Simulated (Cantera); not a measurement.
An isothermal, constant-pressure homogeneous reactor starts with CH4 : N2 = 1 : 12 (molar parts), at 1275 K and 20.0 Torr. Integrator tolerance rtol = 1e-08.

Model: GRI-Mech 3.0 (53 species, 325 reactions), integrated in Cantera. GRI-Mech 3.0 stops at C3 and has no aromatics, soot or wall deposition, so with more carbon than oxygen in the feed, carbon stays in small species such as C2H2 where larger ones or solid carbon would form. Radical loss at walls, strong at low pressure, is not modelled.

What does this change do: temperature 1275 to 1600 K?


| quantity | before | after |
|---|---|---|
| x(CH4) at 6.00 s | 0.0768 (gas-phase equilibrium 0.00157) | 0.00319 (gas-phase equilibrium 2.96e-5) |
| x(CH2) at 6.00 s | 3.81e-11 (gas-phase equilibrium 3.52e-12) | 4.52e-8 (gas-phase equilibrium 5.88e-10) |
| x(C2H2) at 6.00 s | 1.25e-6 (gas-phase equilibrium 0.0138) | 0.0342 (gas-phase equilibrium 0.0105) |
| x(HCN) at 6.00 s | <1e-12 (gas-phase equilibrium 0.0421) | 1.46e-6 (gas-phase equilibrium 0.0503) |
| x(H2) at 6.00 s | 5.55e-5 (gas-phase equilibrium 0.105) | 0.103 (gas-phase equilibrium 0.107) |
| x(C2H4) at 6.00 s | 1.71e-5 (gas-phase equilibrium 0.000154) | 1.70e-5 (gas-phase equilibrium 3.32e-6) |
| x(H) at 6.00 s | 1.15e-9 (gas-phase equilibrium 1.47e-6) | 8.98e-5 (gas-phase equilibrium 0.000110) |
